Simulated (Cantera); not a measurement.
A freely propagating, adiabatic, planar premixed flame of 4.76 % CH₄, 4.76 % C₂H₆, 23.8 % O₂, 66.7 % N₂, equivalence ratio 1.1, unburnt at 700 K and 140000 Pa; unity-Lewis-number transport, grid criteria slope 0.08 and curve 0.16, no radiation.

Model: GRI-Mech 3.0 (53 species, 325 reactions), integrated in Cantera. Unity Lewis numbers drop preferential diffusion, which matters most where H2 and H carry the flame. Burning velocities carry a grid error of a few per cent, more on coarse grids.

x: mole fraction of selected species; z is measured from the peak of heat release.

```
z (mm)   T (K)  u (m/s)     x CH₄    x C₂H₆    x O₂    x C₂H₄      x H₂      x NO
-------  -----  -------  --------  --------  ------  --------  --------  --------
-0.559     700     1.74    0.0476    0.0476   0.238   2.98e-6   1.01e-5     <1e-8
-0.373     703     1.75    0.0475    0.0475   0.238   2.96e-5  0.000101   4.36e-8
-0.279     713     1.78    0.0472    0.0471   0.236       [?]       [?]       [?]
-0.186     780     1.95    0.0452    0.0442   0.228  0.000731   0.00253   1.28e-6
-0.0931   1185     3.05    0.0323    0.0267   0.175   0.00372    0.0160   1.11e-5
-0.0466    [?]     4.30       [?]       [?]     [?]       [?]       [?]       [?]
0         2043     5.58   0.00399  0.000407  0.0602   0.00131    0.0363   4.25e-5
0.0466    2210     6.08  0.000263   1.14e-6  0.0326   4.94e-5    0.0296   6.36e-5
0.0931    2256     6.19   9.41e-6     <1e-8  0.0246   7.39e-7    0.0271   7.84e-5
0.186     2311     6.32   2.23e-8     <1e-8  0.0206     <1e-8    0.0272   9.64e-5
0.373     2385     6.48     <1e-8     <1e-8  0.0179     <1e-8    0.0260  0.000127
0.745     2474     6.68     <1e-8     <1e-8  0.0150     <1e-8    0.0235  0.000190
1.49      2558     6.86     <1e-8     <1e-8  0.0121     <1e-8    0.0208  0.000320
```

Task: What belongs in the gaps?

Result: 
- -0.279, x C₂H₄: 0.000124
- -0.279, x H₂: 0.000422
- -0.279, x NO: 1.87e-7
- -0.0466, T (K): 1619
- -0.0466, x CH₄: 0.0178
- -0.0466, x C₂H₆: 0.00932
- -0.0466, x O₂: 0.118
- -0.0466, x C₂H₄: 0.00459
- -0.0466, x H₂: 0.0301
- -0.0466, x NO: 2.41e-5
